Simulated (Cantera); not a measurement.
# Si3H8 + Cl2 + H2 (silicon epitaxy and polysilicon growth)

Feed: 1 mol Si3H8, 0.54 mol Cl2, 110 mol H2, equilibrated at 1 atm.

Method: chemical equilibrium by Gibbs-energy minimisation in Cantera with the NASA 1993 tables (ideal gas, pure condensed phases). Candidate condensed phases: Si; 19 gas species. The feed counts by its element totals alone. Gases not in the tables: Si2H6 and higher silanes. The numbers say what is thermodynamically allowed, not how fast it happens.

| T (K) | x H2 | x HCl | x SiCl2 | x H | x SiH2 | n Si(s) | n Si(l) |
|---|---|---|---|---|---|---|---|
| 1448 | 0.991 | 0.00886 | 0.000244 | 9.11e-6 | 7.42e-7 | 2.97 | 0 |
| 1473 | 0.991 | 0.00886 | 0.000249 | 1.25e-5 | 1.04e-6 | 2.97 | 0 |
| 1498 | 0.991 | 0.00886 | 0.000254 | 1.70e-5 | 1.45e-6 | 2.97 | 0 |
| 1523 | 0.991 | 0.00886 | 0.000259 | 2.29e-5 | 1.99e-6 | 2.97 | 0 |
| 1548 | 0.991 | 0.00886 | 0.000264 | 3.04e-5 | 2.70e-6 | 2.97 | 0 |
| 1573 | 0.991 | 0.00886 | 0.000268 | 4.02e-5 | 3.64e-6 | 2.97 | 0 |
| 1598 | 0.991 | 0.00886 | 0.000272 | 5.26e-5 | 4.85e-6 | 2.97 | 0 |
| 1623 | 0.991 | 0.00885 | 0.000277 | 6.83e-5 | 6.41e-6 | 2.97 | 0 |
| 1648 | 0.991 | 0.00885 | 0.000280 | 8.81e-5 | 8.40e-6 | 2.97 | 0 |
| 1673 | 0.991 | 0.00884 | 0.000284 | 0.000113 | 1.09e-5 | 2.96 | 0 |
| 1698 | 0.991 | 0.00884 | 0.000284 | 0.000143 | 1.38e-5 | 0 | 2.96 |
| 1723 | 0.991 | 0.00886 | 0.000274 | 0.000180 | 1.68e-5 | 0 | 2.97 |
| 1748 | 0.991 | 0.00888 | 0.000265 | 0.000226 | 2.03e-5 | 0 | 2.97 |
x: gas mole fraction; n: condensed amount in mol.

From 1448 K to 1673 K the condensed part is Si(s). From 1698 K to 1748 K the condensed part is Si(l). The main Si-bearing gas is SiCl2 throughout.
